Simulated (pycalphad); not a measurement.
**Effect of Si content in Cu-Si**

All values are pycalphad results on the COST 507 light-alloy database (1999) (1 atm), not direct measurements. These are 1990s assessments: newer ones move some temperatures and phases. Amounts are mole fractions of atoms.

```tsv
alloy	liquidus (K)	first solid	solidus (K)	phases at 1050 K
Cu-20.85Si (at.%)	1115	CU19SI6_ETA	1089	CU4SI_EPSILON 0.79, CU19SI6_ETA 0.21
Cu-27.8Si (at.%)	1111	CU19SI6_ETA	1074	CU19SI6_ETA 0.95, diamond (Si) 0.05
Cu-41.7Si (at.%)	1256	diamond (Si)	1074	CU19SI6_ETA 0.77, diamond (Si) 0.23
```

Database names, with the compositions (at.%) that they take in these runs: CU4SI_EPSILON: Cu 80 Si 20; CU19SI6_ETA: Cu 76 Si 24.
